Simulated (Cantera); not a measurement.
Charge: 1 mol CH3SiCl3, 0.0034 mol C3H8, 200 mol H2, equilibrated at 2327 °C and 0.900 Torr.

Equilibrium computed with Cantera from the NASA thermochemical tables; the gas is ideal and each condensed phase is pure. Candidate condensed phases: C, C6H6, C7H8, C8H18, Si, SiC; 109 gas species. The feed counts by its element totals alone. Kinetics and transport are ignored.

Base state: H 0.646, H2 0.340, Cl 0.00566, HCl 0.00425, Si 0.00310, C2H2 (acetylene) 0.000969, C 0.000218, SiC2 0.000186 (mole fractions); condensed: gas only.

Q: What changes in the equilibrium state with this change: temperature from 2327 °C to 1700 °C?

A: 
| species | before | after |
|---|---|---|
| H2 | 0.340 | 0.946 |
| H | 0.646 | 0.0379 |
| HCl | 0.00425 | 0.0140 |
| Si | 0.00310 | 0.00131 |
| C2 | 3.05e-5 | <1e-9 |
| C | 0.000218 | 1.41e-8 |
| C3 | 0.000136 | 1.18e-8 |
| SiCl2 | 2.76e-8 | 2.53e-5 |
| C(graphite), mol | 0 | 0.0433 |
| SiC(s), mol | 0 | 0.689 |
The tables' values for SiCl are old estimates; treat these amounts as uncertain.

Q: What changes in the equilibrium state with this change: temperature from 2327 °C to 2027 °C?

A: 
```csv
species,before,after
H2,0.340,0.741
H,0.646,0.240
HCl,0.00425,0.0105
Si,0.00310,0.00392
C2,3.05e-5,7.04e-7
C,0.000218,5.26e-6
C3,0.000136,5.97e-6
C2H,0.000162,2.67e-5
```
The tables' values for SiCl are old estimates; treat these amounts as uncertain.
